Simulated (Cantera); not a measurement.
A closed system holds: 1 mol Fe2O3, 9.6 mol CO, 0.31 mol C, at 1698 K and 100 Torr.

Equilibrium computed with Cantera from the NASA thermochemical tables; the gas is ideal and each condensed phase is pure. Candidate condensed phases: C, Fe, Fe(CO)5, FeO, Fe2O3, Fe3O4; 15 gas species. Mutual solubility and eutectic melting of coexisting phases are not modelled. The tables' stoichiometric FeO is somewhat more stable than real wüstite, so its field is too wide. FeO: taken at fixed stoichiometry. Equilibrium is a limit: real reactors are often held back by kinetics, nucleation or transport.

Base state: CO 0.879, CO2 0.121, Fe 4.57e-5 (mole fractions); condensed: Fe(δ) + FeO(l).

### Question
What changes in the equilibrium state with this change: Fe2O3 replaced by PbO?

### Answer
| species | before | after |
|---|---|---|
| CO | 0.879 | 0.845 |
| Pb | 0 | 0.0916 |
| CO2 | 0.121 | 0.0632 |
| Fe | 4.57e-5 | 0 |
| PbO | 0 | 2.84e-5 |
| Pb2 | 0 | 1.07e-5 |
| Fe(δ), mol | 0.509 | 0 |
| FeO(l), mol | 1.49 | 0 |
Further candidate phases: Pb, PbO, PbO2, Pb3O4.
